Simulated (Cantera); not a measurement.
What does this Cantera script print?

```python
import numpy as np
import cantera as ct

gas = ct.Solution("gri30.yaml")


def delay(T, t_max=10):
    gas.TPX = T, 500000, {'CH4': 1.5, 'C2H6': 0.047, 'C3H8': 0.083, 'O2': 1.72, 'N2': 6.47}
    reactor = ct.IdealGasConstPressureReactor(gas, clone=False)
    net = ct.ReactorNet([reactor])
    net.rtol, net.atol = 1e-8, 1e-16
    while net.time < t_max:
        t_old, T_old = net.time, reactor.T
        net.step()
        if reactor.T > T + 400:  # ignition: a rise of 400 K
            return t_old + (T + 400 - T_old) / (reactor.T - T_old) * (net.time - t_old)
    return np.nan


taus = []
for T in [1250, 1300, 1350, 1400, 1450, 1500, 1550, 1600, 1650, 1700]:
    taus.append(delay(T))
    print(f"T0 = {T:6g} K   tau = {taus[-1]:.4e} s")
```

Output:

```
T0 =   1250 K   tau = 2.3231e-03 s
T0 =   1300 K   tau = 1.1669e-03 s
T0 =   1350 K   tau = 6.0633e-04 s
T0 =   1400 K   tau = 3.2905e-04 s
T0 =   1450 K   tau = 1.8726e-04 s
T0 =   1500 K   tau = 1.1176e-04 s
T0 =   1550 K   tau = 6.9790e-05 s
T0 =   1600 K   tau = 4.5445e-05 s
T0 =   1650 K   tau = 3.0753e-05 s
T0 =   1700 K   tau = 2.1559e-05 s
```

Cantera simulation using GRI-Mech 3.0 (53 species, 325 reactions); the numbers are that mechanism's predictions, not measurements.
